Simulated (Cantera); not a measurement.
A perfectly stirred reactor is fed with NH₃ : N₂ = 1 : 8.2 (molar parts), at 0.158 atm; it is held at 1948 K, and followed from long to short residence time.

Model: the gas-phase N/H chemistry of the illustrative SiF4/NH3 mechanism in the Surface Chemkin manual (1991), integrated in Cantera. Walls and surfaces, which speed up NH3 decomposition in real reactors, are not modelled.

One state of this run: x NH₃ = 0.0887; x H = 2.89e-5; x N₂H₂ = 5.01e-7; x N₂ = 0.884; x N = 4.38e-7; x NH = 6.20e-6. x: mole fraction; the columns are a selection and need not sum to one.

**Question.** Which value of τ (s) does it belong to?
A) 0.070
B) 0.42
C) 0.17
D) 0.0048

**Answer.** A, 0.070
